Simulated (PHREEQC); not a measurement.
Dissolve 0.045 mol (CH3)4NF and 0.0018 mol H2SO4 per kg of water at 25 °C. It is in equilibrium with CO2 at log p = 0 (atm). Otherwise closed; pH follows from the charge balance.

The numbers come from PHREEQC with the ion-association model, phreeqc.dat.

Precipitation was switched off in this run.

**Question.** Predict the pH.

**Answer.** pH 4.18.

**Question.** In which forms is F present?

**Answer.** F- 90 %, HF 7.3 %, HF2- 2.3 % of the F.

(CH3)4N+ isn't in the database: it is added as a free cation with an ion size of 4 Å.
